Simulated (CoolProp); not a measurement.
Properties of R1233zd(E) along the isobar 0.101 MPa (Tc = 165.7 °C, pc = 3.583 MPa, ω = 0.304).

Computed with CoolProp (reference Helmholtz-energy equation of state, Akasaka 2022).

```json
[
 {"T (°C)": "-87.65", "phase": "liquid", "cv (kJ/(kg K))": "0.6863", "expansivity (1/kK)": "1.338"},
 {"T (°C)": "-63.55", "phase": "liquid", "cv (kJ/(kg K))": "0.7102", "expansivity (1/kK)": "1.409"},
 {"T (°C)": "-39.55", "phase": "liquid", "cv (kJ/(kg K))": "0.7371", "expansivity (1/kK)": "(withheld)"},
 {"T (°C)": "-15.55", "phase": "liquid", "cv (kJ/(kg K))": "0.7674", "expansivity (1/kK)": "(withheld)"},
 {"T (°C)": "8.55", "phase": "liquid", "cv (kJ/(kg K))": "0.7996", "expansivity (1/kK)": "1.779"},
 {"T (°C)": "32.55", "phase": "gas", "cv (kJ/(kg K))": "(withheld)", "expansivity (1/kK)": "3.682"},
 {"T (°C)": "56.65", "phase": "gas", "cv (kJ/(kg K))": "0.7728", "expansivity (1/kK)": "(withheld)"},
 {"T (°C)": "80.65", "phase": "gas", "cv (kJ/(kg K))": "(withheld)", "expansivity (1/kK)": "3.034"},
 {"T (°C)": "104.75", "phase": "gas", "cv (kJ/(kg K))": "(withheld)", "expansivity (1/kK)": "2.800"},
 {"T (°C)": "128.75", "phase": "gas", "cv (kJ/(kg K))": "0.8647", "expansivity (1/kK)": "2.606"},
 {"T (°C)": "152.85", "phase": "gas", "cv (kJ/(kg K))": "0.8909", "expansivity (1/kK)": "2.439"},
 {"T (°C)": "176.85", "phase": "gas", "cv (kJ/(kg K))": "0.9155", "expansivity (1/kK)": "2.295"}
]
```

Task: Complete the blanks.

Result: 
- -39.55, expansivity (1/kK): 1.500
- -15.55, expansivity (1/kK): 1.618
- 32.55, cv (kJ/(kg K)): 0.7357
- 56.65, expansivity (1/kK): 3.319
- 80.65, cv (kJ/(kg K)): 0.8061
- 104.75, cv (kJ/(kg K)): 0.8367
